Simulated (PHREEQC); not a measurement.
**Nickel, zinc or cadmium bath (model solution)**

Make-up at 20 °C: 0.45 mol/kgw CdSO4 and 0.00066 mol/kgw MnSO4. Closed to the air; pH follows from the charge balance.

The numbers come from PHREEQC with the ion-association model, wateq4f.dat.

Each row changes one thing in this solution. No solid was allowed to form.

| case | pH | ionic strength (mol/kgw) | SO4-2 (mol/kgw) | Mn+2 (mol/kgw) | MnSO4 (mol/kgw) | HSO4- (mol/kgw) | SI of Pyrochroite (Mn(OH)2) |
|---|---|---|---|---|---|---|---|
| as made | 5.65 | 0.696 | 0.0742 | 0.000463 | 0.000197 | 4.10e-6 | -7.89 |
| CdSO4 left out | 6.92 | 0.00248 | 0.000620 | 0.000620 | 4.04e-5 | 5.59e-9 | -4.67 |
| MnSO4 from 0.00066 to 6.6e-05 mol/kgw | 5.65 | 0.695 | 0.0741 | 4.63e-5 | 1.97e-5 | 4.10e-6 | -8.89 |
| MnSO4 from 0.00066 to 0.0066 mol/kgw | 5.65 | 0.705 | 0.0754 | 0.00462 | 0.00198 | 4.10e-6 | -6.88 |
| CdSO4 from 0.45 to 0.045 mol/kgw | 6.19 | 0.0939 | 0.0194 | 0.000445 | 0.000215 | 5.38e-7 | -6.56 |
| MnSO4 from 0.00066 to 0.00033 mol/kgw | 5.65 | 0.695 | 0.0741 | 0.000231 | 9.85e-5 | 4.10e-6 | -8.19 |

The ionic strength passes 0.7 mol/kgw, the rough limit of the ion-association models, in MnSO4 from 0.00066 to 0.0066 mol/kgw.
